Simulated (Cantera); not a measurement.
An isothermal, constant-pressure homogeneous reactor starts with 0.224 % H₂, 41.6 % O₂, 58.2 % N₂, equivalence ratio 0.0027, at 1173 K and 0.00148 atm.

Cantera simulation using GRI-Mech 3.0 (53 species, 325 reactions); the numbers are that mechanism's predictions, not measurements. Radical loss at walls, strong at low pressure, is not modelled.

x: mole fraction; the columns are a selection and need not sum to one.

| t (s) | x H₂ | x O₂ | x HO₂ | x H₂O | x OH | x H |
|---|---|---|---|---|---|---|
| 2.00e-5 | 0.00224 | 0.416 | 1.14e-12 | <1e-12 | <1e-12 | 1.13e-12 |
| 0.000100 | 0.00224 | 0.416 | 5.73e-12 | <1e-12 | <1e-12 | 5.46e-12 |
| 0.000502 | 0.00224 | 0.416 | 2.87e-11 | <1e-12 | 6.06e-12 | 2.27e-11 |
| 0.00252 | 0.00224 | 0.416 | 1.44e-10 | 6.50e-12 | 8.96e-11 | 5.75e-11 |
| 0.0126 | 0.00224 | 0.416 | 7.22e-10 | 3.08e-10 | 7.65e-10 | 1.23e-10 |
| 0.0632 | 0.00224 | 0.416 | 3.62e-9 | 2.26e-8 | 1.70e-8 | 1.68e-9 |
| 0.317 | … | 0.414 | 5.95e-8 | 0.00114 | 0.000413 | 9.44e-5 |
| 1.59 | … | 0.414 | 2.99e-8 | 0.00213 | 0.000168 | 6.01e-5 |
| 7.96 | … | 0.414 | 2.82e-8 | 0.00214 | 0.000157 | 4.96e-5 |
| 39.9 | … | 0.414 | 2.16e-8 | 0.00217 | 0.000121 | 2.19e-5 |
| 200 | … | 0.415 | 9.13e-9 | 0.00222 | 5.49e-5 | 2.03e-6 |

### Question
Some entries are withheld; supply them.

### Answer

- 0.317, x H₂: 0.000853
- 1.59, x H₂: 5.30e-6
- 7.96, x H₂: 4.68e-6
- 39.9, x H₂: 2.74e-6
- 200, x H₂: 5.67e-7
